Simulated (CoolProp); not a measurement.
Properties of fluorine along the isobar 1.01 bar.

Computed with CoolProp (reference Helmholtz-energy equation of state, de Reuck 1990).

| T (°C) | phase | cp (kJ/(kg K)) | cv (kJ/(kg K)) |
|---|---|---|---|
| -131.65 | gas | 0.7782 | 0.5530 |
| -121.65 | gas | 0.7774 | 0.5534 |
| -111.55 | gas | 0.7775 | 0.5544 |
| -101.45 | gas | 0.7784 | 0.5561 |
| -91.45 | gas | 0.7800 | 0.5582 |
| -81.35 | gas | 0.7822 | 0.5608 |
| -71.35 | gas | 0.7849 | 0.5638 |
| -61.25 | gas | 0.7880 | 0.5672 |
| -51.15 | gas | 0.7916 | 0.5710 |
| -41.15 | gas | 0.7954 | 0.5750 |
